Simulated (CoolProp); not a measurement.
Vapour pressure (kPa) of ethylene: the reference equation beside estimates from Tc = 282.4 K, pc = 5042 kPa, ω = 0.087. Clausius-Clapeyron is anchored at 184 K with a constant enthalpy of vaporisation of 12.91 kJ/mol.

Computed with CoolProp (reference Helmholtz-energy equation of state, Smukala 2000).

```csv
T (K),reference,Lee-Kesler,Clausius-Clapeyron,van der Waals,Redlich-Kwong,Soave-Redlich-Kwong,Peng-Robinson
170.2,106.3,105.5,112.2,449.9,108.4,105.3,107.8
174.8,137.9,137.1,142.6,523.5,(withheld),136.8,139.3
179.4,176.3,(withheld),179.1,604.9,183.9,175.1,177.6
184,222.3,221.6,222.3,694.4,233.8,221.2,223.4
188.6,276.9,276.4,273.1,792.4,(withheld),(withheld),277.8
193.2,341.1,340.8,332.3,899.0,362.8,340.5,341.7
197.8,415.8,415.7,400.5,1015,443.8,415.6,416.0
202.4,501.9,502.2,478.7,1140,537.1,502.6,501.9
207,600.7,601.3,567.7,1274,643.7,602.4,600.3
211.6,713.0,713.9,668.2,1419,764.4,716.1,712.5
```

Question: What belongs in the gaps?

Answer: 
- 174.8, Redlich-Kwong: 142.4
- 179.4, Lee-Kesler: 175.5
- 188.6, Redlich-Kwong: 293.1
- 188.6, Soave-Redlich-Kwong: 276.0

Absolute difference from the reference over all 10 rows, mean and median: Lee-Kesler 0.3 and 0.2 %, Clausius-Clapeyron 3.5 and 3.5 %, van der Waals 189.0 and 174.9 %, Redlich-Kwong 5.5 and 6.1 %, Soave-Redlich-Kwong 0.4 and 0.4 %, Peng-Robinson 0.4 and 0.3 %.
